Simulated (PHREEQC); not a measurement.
Consider water at 25 °C with 130 mmol/kgw HF, 0.17 mmol/kgw (CH3)4NF and 8.2 mmol/kgw KOH. It is in equilibrium with CO2 at log p = -3.5 (atm). Otherwise closed; pH follows from the charge balance.

Equilibrium calculation in PHREEQC: ion-association model, phreeqc.dat.

The pH is 2.14, the ionic strength is 0.0164 mol/kgw and the total alkalinity comes out as -122 meq/kg.

```csv
species,molality,activity,log γ
HF,0.109,0.109,0.002
F-,0.0116,0.0101,-0.057
K+,0.00820,0.00720,-0.057
H+,0.00802,0.00719,-0.047
HF2-,0.00483,0.00425,-0.055
(CH3)4N+,0.000170,0.000150,-0.056
CO2,1.07e-5,1.08e-5,0.002
```

No solid was allowed to form. (CH3)4N+ isn't in the database: it is added as a free cation with an ion size of 4 Å.
